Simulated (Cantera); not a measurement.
A perfectly stirred reactor is fed with H₂ : O₂ : N₂ = 1 : 0.357 : 3.29 (molar parts), at 1.00 atm; it is adiabatic with a 550 K inlet, and is followed from long to short residence time, starting on the burning branch (τ in s: 0.46, 0.17, 0.061, 0.022, 0.0081, 0.003, 0.0011, 0.0004, 0.00014, 5.3e-05, 1.9e-05).

Computed with Cantera and the H2/O2 subset of GRI-Mech 3.0, which has no nitrogen chemistry.

Q: What does this change do: pressure from 1.00 atm to 9.87 atm?

A: 
```
quantity                                                                      before                                   after
------------------------------------------------  ----------------------------------  --------------------------------------
blow-out, bracketed by the residence times tried  burning at 53.0 µs, out at 19.0 µs  burning at 19.0 µs, the shortest tried
x(H₂) at τ = 0.460 s                                                          0.0662                                  0.0666
x(O₂) at τ = 0.460 s                                                         2.09e-5                                 1.52e-5
x(H₂O₂) at τ = 0.460 s                                                       3.38e-9                                 2.56e-9
x(H) at τ = 0.460 s                                                          0.00109                                0.000106
x(HO₂) at τ = 0.460 s                                                        1.16e-8                                 3.42e-8
x(H₂) at τ = 3.00 ms                                                          0.0624                                  0.0666
x(O₂) at τ = 3.00 ms                                                        0.000565                                0.000223
x(H₂O₂) at τ = 3.00 ms                                                       1.57e-7                                 8.03e-8
x(H) at τ = 3.00 ms                                                           0.0117                                 0.00112
x(HO₂) at τ = 3.00 ms                                                        3.88e-7                                 1.12e-6
```
The hydrogen kinetics of GRI-Mech 3.0 are dated; newer H2 mechanisms differ, most at raised pressure.
